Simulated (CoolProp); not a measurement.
A simple Rankine cycle with trans-2-butene: condensing at 314.15 K, boiler at 2.39 MPa, turbine inlet 437.8 K, turbine efficiency 0.9, pump efficiency 0.8, no recuperator. Each further row changes one setting.

Values from CoolProp's reference Helmholtz-energy equation of state, Lemmon 2005. It is a short technical equation, of lower accuracy than the large ones.

```csv
case,thermal efficiency (%),net work (kJ/kg),heat in (kJ/kg),turbine exit temperature (K),volume ratio over the turbine
as stated,14.8,[?],554,372.7,6.61
turbine inlet 457.8 K,14.7,88.8,[?],394.5,6.43
condensing temperature 306.15 K,16.2,92.6,573,365.9,8.26
boiler pressure 1.67 MPa,[?],71.2,573,388.5,[?]
turbine efficiency 0.8,[?],72.4,554,[?],[?]
```

Task: Some entries are withheld; supply them.

Result: 
- as stated, net work (kJ/kg): 82.0
- turbine inlet 457.8 K, heat in (kJ/kg): 603
- boiler pressure 1.67 MPa, thermal efficiency (%): 12.4
- boiler pressure 1.67 MPa, volume ratio over the turbine: 4.41
- turbine efficiency 0.8, thermal efficiency (%): 13.1
- turbine efficiency 0.8, turbine exit temperature (K): 377.7
- turbine efficiency 0.8, volume ratio over the turbine: 6.72
